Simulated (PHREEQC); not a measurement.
**Reverse-osmosis permeate**

Model water analysis in mg/kgw, 25 °C, pH 6.01, pe -1.9:

```tsv
constituent	mg/kgw
Na	9.87
K	1.29
Ca	2.52
Mg	1
Cl	9.3
S(6) as SO4	3.83
Alkalinity as HCO3	19.5
Si as SiO2	0.384
```

Valence states are taken as typed.

Equilibrium calculation in PHREEQC: ion-association model, wateq4f.dat.

Each row changes one thing in this solution. This is a speciation only: nothing precipitates in the calculation.

| case | CO2 (mol/kgw) | CaSO4 (mol/kgw) | MgSO4 (mol/kgw) | CaHCO3+ (mol/kgw) | MgHCO3+ (mol/kgw) | NaSO4- (mol/kgw) | SI of Quartz (SiO2) |
|---|---|---|---|---|---|---|---|
| as made | 0.000681 | 3.77e-7 | 2.89e-7 | 2.24e-7 | 1.34e-7 | 7.40e-8 | -1.21 |
| S(6) from 3.83 to 1.92 mg/kgw | 0.000682 | 1.90e-7 | 1.46e-7 | 2.25e-7 | 1.35e-7 | 3.72e-8 | -1.21 |
| Ca from 2.52 to 5.04 mg/kgw | 0.000679 | 7.33e-7 | 2.82e-7 | 4.44e-7 | 1.33e-7 | 7.27e-8 | -1.21 |
| pH from 6.01 to 7.01 at the same alkalinity | 6.78e-5 | 3.77e-7 | 2.89e-7 | 2.23e-7 | 1.34e-7 | 7.41e-8 | -1.21 |
| temperature from 25 to 90 °C at the same typed pH | 0.000719 | ___ | 1.05e-6 | 3.48e-7 | 2.39e-7 | ___ | -2.00 |

Question: Some entries are withheld; supply them.

Answer: 
- temperature from 25 to 90 °C at the same typed pH, CaSO4 (mol/kgw): 5.79e-7
- temperature from 25 to 90 °C at the same typed pH, NaSO4- (mol/kgw): 9.93e-8

Away from 25 °C the constants follow the database's enthalpies or fits; those with neither stay at their 25 °C values.
